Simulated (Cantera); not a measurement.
A Cantera script and its output.

```python
import numpy as np
import cantera as ct

gas = ct.Solution("gri30.yaml")
gas.TPX = 1325, 220000, {'CO': 0.01, 'O2': 0.024, 'H2O': 0.00032, 'N2': 1}
reactor = ct.IdealGasConstPressureReactor(gas, energy="off", clone=False)
net = ct.ReactorNet([reactor])
net.rtol, net.atol = 1e-08, 1e-18
show = ['CO', 'O2', 'H2O', 'CO2', 'HO2']
times = np.geomspace(1e-05, 3, 14)

steps = ct.SolutionArray(gas, extra=["t"])
rows = []
print(f"{'t/s':>10s}{'T/K':>9s}{'P/Pa':>11s}" + "".join(f"{s:>11s}" for s in show))
for t in times:
    while net.time < t:
        t_next = net.step()
        steps.append(gas.state, t=t_next)
    rows.append([np.interp(t, steps.t, y) for y in (steps.T, steps.P, *steps(*show).X.T)])
    print(f"{t:10.3e}{rows[-1][0]:9.1f}{rows[-1][1]:11.4g}" + "".join(f"{x:11.3e}" for x in rows[-1][2:]))
rate = np.gradient(steps.T, steps.t)
print("integrator steps:", len(steps.t))
if steps.T.max() > steps.T[0] + 200:
    print(f"time of steepest temperature rise: {steps.t[rate.argmax()]:.4e} s")
gas.TPX = 1325, 220000, {'CO': 0.01, 'O2': 0.024, 'H2O': 0.00032, 'N2': 1}
gas.equilibrate("TP")
print(f"equilibrium (TP): T = {gas.T:.1f} K  " + "  ".join(f"{s} {gas[s].X[0]:.3e}" for s in show))
```

It prints:

```
       t/s      T/K       P/Pa         CO         O2        H2O        CO2        HO2
 1.000e-05   1325.0    2.2e+05  9.668e-03  2.320e-02  3.094e-04  1.467e-09  1.139e-12
 2.638e-05   1325.0    2.2e+05  9.668e-03  2.320e-02  3.094e-04  3.897e-09  4.032e-12
 6.960e-05   1325.0    2.2e+05  9.668e-03  2.320e-02  3.094e-04  1.054e-08  3.034e-11
 1.836e-04   1325.0    2.2e+05  9.668e-03  2.320e-02  3.094e-04  3.080e-08  3.597e-10
 4.845e-04   1325.0    2.2e+05  9.668e-03  2.320e-02  3.094e-04  1.211e-07  4.071e-09
 1.278e-03   1325.0    2.2e+05  9.667e-03  2.320e-02  3.093e-04  1.290e-06  6.354e-08
 3.372e-03   1325.0    2.2e+05  9.398e-03  2.301e-02  3.011e-04  2.713e-04  1.968e-06
 8.896e-03   1325.0    2.2e+05  4.099e-03  2.036e-02  2.909e-04  5.595e-03  2.249e-06
 2.347e-02   1325.0    2.2e+05  9.801e-04  1.891e-02  3.030e-04  8.730e-03  1.129e-06
 6.192e-02   1325.0    2.2e+05  1.622e-04  1.853e-02  3.078e-04  9.552e-03  3.852e-07
 1.634e-01   1325.0    2.2e+05  1.891e-05  1.846e-02  3.096e-04  9.696e-03  7.647e-08
 4.310e-01   1325.0    2.2e+05  1.539e-06  1.846e-02  3.103e-04  9.714e-03  1.010e-08
 1.137e+00   1325.0    2.2e+05  1.009e-07  1.846e-02  3.106e-04  9.715e-03  1.323e-09
 3.000e+00   1325.0    2.2e+05  1.403e-08  1.846e-02  3.107e-04  9.715e-03  5.342e-10
integrator steps: 1501
equilibrium (TP): T = 1325.0 K  CO 1.216e-08  O2 1.838e-02  H2O 3.107e-04  CO2 9.715e-03  HO2 5.163e-10
```

Detailed kinetics in Cantera: GRI-Mech 3.0 (53 species, 325 reactions).
